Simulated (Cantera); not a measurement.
Mixture: C3H8 : O2 : N2 = 1 : 3.12 : 18.8 (molar parts), equivalence ratio 1.6, at 900 Torr, adiabatic and at constant pressure. Ignition delay is the time to a rise of 400 K.

Computed with Cantera and GRI-Mech 3.0 (53 species, 325 reactions). GRI-Mech 3.0 was tuned for natural gas; its chemistry of propane as a main component is partial and can be far from experiment.

What does this change do: C3H8 1 to 0.31 parts?


```
quantity                                                before       after
--------------------------------------------------  ----------  ----------
delay at 1000 K                                        0.739 s     0.650 s
delay at 1100 K                                        70.0 ms     61.5 ms
delay at 1200 K                                        7.91 ms     6.78 ms
delay at 1300 K                                        1.27 ms     1.06 ms
delay at 1400 K                                       0.302 ms    0.260 ms
delay at 1500 K                                       0.101 ms    0.107 ms
apparent activation energy between 1300 and 1500 K  210 kJ/mol  190 kJ/mol
```
